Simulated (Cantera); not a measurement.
Stirred combustor or abatement burner

A perfectly stirred reactor is fed with CH4 : H2 : O2 : N2 = 1 : 0.033 : 1.26 : 4.74 (molar parts), equivalence ratio 1.6, at 10.0 bar; it is adiabatic with a 425 K inlet, and is followed from long to short residence time, starting on the burning branch (τ in s: 0.087, 0.034, 0.014, 0.0054, 0.0022, 0.00086, 0.00034, 0.00014, 5.4e-05).

Detailed kinetics in Cantera: GRI-Mech 3.0 (53 species, 325 reactions).

| τ (s) | T (K) | x CH4 | x H2 | x O2 | x N2O | x CH3 | x C2H2 |
|---|---|---|---|---|---|---|---|
| 0.087 | 1942 | 0.00307 | 0.0902 | 0.000110 | 7.49e-10 | 7.44e-5 | 0.00120 |
| 0.034 | 1951 | 0.00462 | 0.0837 | 0.000258 | 1.21e-9 | 0.000128 | 0.00234 |
| 0.014 | 1958 | 0.00634 | 0.0764 | 0.000570 | 2.16e-9 | 0.000205 | 0.00363 |
| 0.0054 | 1963 | 0.00847 | 0.0683 | 0.00131 | 4.40e-9 | 0.000326 | 0.00490 |
| 0.0022 | 1958 | 0.0108 | 0.0612 | 0.00285 | 9.16e-9 | 0.000487 | 0.00570 |
| 0.00086 | 1931 | 0.0142 | 0.0544 | 0.00656 | 2.17e-8 | 0.000704 | 0.00581 |
| 0.00034 | 1811 | 0.0224 | 0.0468 | 0.0201 | 7.50e-8 | 0.000852 | 0.00413 |
| 0.00014 | 425 | 0.142 | 0.00469 | 0.179 | <1e-12 | <1e-12 | <1e-12 |
| 5.4e-5 | 425 | 0.142 | 0.00469 | 0.179 | <1e-12 | <1e-12 | <1e-12 |
x: mole fraction; the columns are a selection and need not sum to one.
